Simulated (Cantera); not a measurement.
Charge: 1 mol TiCl₄, 0.9 mol C₃H₈, 210 mol H₂, 5.2 mol CH₄, at 1.33 mbar.

Equilibrium computed with Cantera from the NASA thermochemical tables; the gas is ideal and each condensed phase is pure. Candidate condensed phases: C, C₆H₆, C₇H₈, C₈H₁₈, Ti, TiC, TiCl₂, TiCl₃, TiCl₄; 96 gas species. TiC: taken at fixed stoichiometry. Kinetics and transport are ignored. All values below are at 1923 K.

Base state: H₂ 0.957, H 0.0252, HCl 0.0171, C₂H₂ (acetylene) 0.000432, Cl 0.000340 (mole fractions); condensed: C(graphite) + TiC(s).

Task: What changes in the equilibrium state with this change: TiCl₄ replaced by Ti(OiPr)₄?

Result: 
```json
[
 {"species": "H₂", "before": "0.957", "after": "0.958"},
 {"species": "H", "before": "0.0252", "after": "0.0253"},
 {"species": "CO", "before": "0", "after": "0.0163"},
 {"species": "HCl", "before": "0.0171", "after": "0"},
 {"species": "Cl", "before": "0.000340", "after": "0"},
 {"species": "C₂H₂ (acetylene)", "before": "0.000432", "after": "0.000432"},
 {"species": "C(graphite), mol", "before": "6.70", "after": "14.7"},
 {"species": "TiC(s), mol", "before": "1.000", "after": "1.000"}
]
```
The feed counts by its element totals alone. Further candidate phases: H₂O, TiO, TiO₂, Ti₂O₃, Ti₃O₅, Ti₄O₇.
